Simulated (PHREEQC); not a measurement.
0.2 mol of Portlandite (Ca(OH)2) is brought to equilibrium with 1 kg of water holding 2.3 mmol/kgw CaCl2, with rising amounts of H2SO4, at 25 °C. Oxygen alone is held at its pressure in air (log pO2 = -0.68). CO2 from the air is kept out. The run lets Portlandite, Gypsum precipitate or redissolve, and no other solid.

All values are PHREEQC results (ion-association model, wateq4f.dat), not measurements.

### Question
Predict Gypsum (mol), SO4-2 (mol/kgw) at H2SO4 added (mol) = 0.00833, 0.025.

### Answer
```json
[
 {"H2SO4 added (mol)": "0.00833", "Gypsum (mol)": "0", "SO4-2 (mol/kgw)": "0.00480"},
 {"H2SO4 added (mol)": "0.025", "Gypsum (mol)": "0.0130", "SO4-2 (mol/kgw)": "0.00689"}
]
```

Species that the database lacks are ignored.
